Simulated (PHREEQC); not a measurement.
Dissolve 0.053 mol NH4HF2, 6.8e-05 mol (NH4)2SiF6, 0.00027 mol H3BO3 and 0.0006 mol H2SO4 per kg of water at 25 °C. Closed to the air; pH follows from the charge balance.

All values are PHREEQC results (ion-association model, phreeqc.dat), not measurements.

```csv
quantity,before,after
pH,3.08,3.44
ionic strength (mol/kgw),0.0545,0.0540
F- (mol/kgw),0.0448,0.0435
HF (mol/kgw),0.0447,0.0445
HF2- (mol/kgw),0.00769,0.00847
SO4-2 (mol/kgw),0.000446,0.000449
SI of Quartz (SiO2),-9.75,-7.22
```

### Question
Which change was made?
(A) NH4HF2 left out
(B) temperature from 25 to 70 °C
(C) H3BO3 from 0.00027 to 0.000135 mol/kgw
(D) temperature from 25 to 15 °C
(E) H3BO3 from 0.00027 to 0.000243 mol/kgw

### Answer
B, temperature from 25 to 70 °C

This is a speciation only: nothing precipitates in the calculation. At this temperature some constants are extrapolated from 25 °C, and those without enthalpy data are left unchanged. SiF6-2 is the database's only silicon fluoride. Real BF4- forms and hydrolyses slowly; the run takes it at equilibrium.
